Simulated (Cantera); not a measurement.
Cantera run:

```python
import numpy as np
import cantera as ct

gas_names = [...]  # 76 gases of nasa_gas.yaml made of C, H
cond_names = """
    C(gr) C6H6(L) C7H8(L) C8H18(L),n-octa
""".split()


# ... load() reads the species with a 1 bar reference pressure and builds the phases ...
atoms = {
    'C': {'C': 1},
    'H2': {'H': 2},
}
top_T = {'C(gr)': 4500}  # K; cautious upper limits of use, not melting points


# ... equilibrate(T, P, feed) seeds the gas with the atoms and calls Mixture.equilibrate('TP', solver="vcs", rtol=1e-11, max_steps=5000) ...
results = []
feed = {'C': 1, 'H2': 73}  # mol
P = 54  # Pa
for T in [1823, 1898, 1973, 2048, 2123, 2198, 2273, 2348, 2423, 2498, 2573, 2648]:
    mix = equilibrate(T, P, feed)
    results.append((T, P, feed, dict(zip(mix.species_names, mix.species_moles))))

top = {s: max(r[3][s] / sum(r[3][g] for g in gas_names) for r in results) for s in gas_names}
cols = sorted((s for s in top if top[s] > 1e-05), key=lambda s: -top[s])[:5]
seen = [c for c in cond_names if any(r[3].get(c, 0) > 1e-12 for r in results)]
print("log10 of partial pressures in bar; condensed amounts in mol")
print(f"{'T/K':>10s}" + "".join(f"{s[:9]:>10s}" for s in cols + seen))
for T, P, feed, n in results:
    ng = sum(n[g] for g in gas_names)
    print(f"{T:10.4g}" + "".join(f"{np.log10(max(n[s] / ng * P / 1e5, 1e-99)):10.3f}" for s in cols)
          + "".join(f"{n.get(c, 0):10.4g}" for c in seen))
```

It prints:

```
log10 of partial pressures in bar; condensed amounts in mol
       T/K        H2         H C2H2,acet        C3         C     C(gr)
      1823    -3.276    -5.001    -6.951   -12.640   -12.335    0.9694
      1898    -3.282    -4.748    -6.707   -11.709   -11.523    0.9459
      1973    -3.293    -4.516    -6.487   -10.850   -10.773    0.9091
      2048    -3.310    -4.305    -6.289   -10.056   -10.078    0.8539
      2123    -3.335    -4.113    -6.116    -9.320    -9.433    0.7755
      2198    -3.372    -3.940    -5.968    -8.635    -8.832    0.6695
      2273    -3.425    -3.788    -5.849    -7.996    -8.270    0.5331
      2348    -3.498    -3.657    -5.760    -7.399    -7.745    0.3613
      2423    -3.594    -3.548    -5.705    -6.841    -7.253    0.1286
      2498    -3.716    -3.462    -5.782    -6.461    -6.839         0
      2573    -3.865    -3.397    -5.995    -6.265    -6.502         0
      2648    -4.036    -3.351    -6.294    -6.182    -6.219         0
```

Cantera equilibrium calculation (NASA polynomials, part measured and part estimated; ideal gas, pure solids and liquids).
